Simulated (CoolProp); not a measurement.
A single-stage vapour-compression cycle with the fluid: evaporating at 209.15 K (dew point), condensing at 273.15 K (bubble point), superheat 0 K, subcooling 5 K, compressor efficiency 0.8, no pressure losses. The same conditions are run with several fluids, on thermodynamics alone (safety and materials aside).

Values from CoolProp's reference Helmholtz-energy equation of state of each fluid (CH2F2 (R32): Tillner-Roth 1997; nitrous oxide: Lemmon 2006; hydrogen sulfide: Lemmon 2006; C2F6 (R116): Lemmon 2006; ethylene: Smukala 2000; R152A: Outcalt 1996).

```csv
fluid,cooling COP,pressure ratio,discharge temperature (K),refrigerating effect (kJ/kg),volumetric capacity (kJ/m³)
CH2F2 (R32),1.99,15.7,393.5,299,475
nitrous oxide,1.83,8.66,370.6,?,2270
hydrogen sulfide,1.99,12.3,?,431,722
C2F6 (R116),1.42,9.04,?,45.6,797
ethylene,1.57,6.29,336.3,235,2810
R152A,?,22.8,?,?,119
```

**Question.** Complete the blanks.

**Answer.** 
- nitrous oxide, refrigerating effect (kJ/kg): 233
- hydrogen sulfide, discharge temperature (K): 428.2
- C2F6 (R116), discharge temperature (K): 279.7
- R152A, cooling COP: 2.11
- R152A, discharge temperature (K): 344.0
- R152A, refrigerating effect (kJ/kg): 268
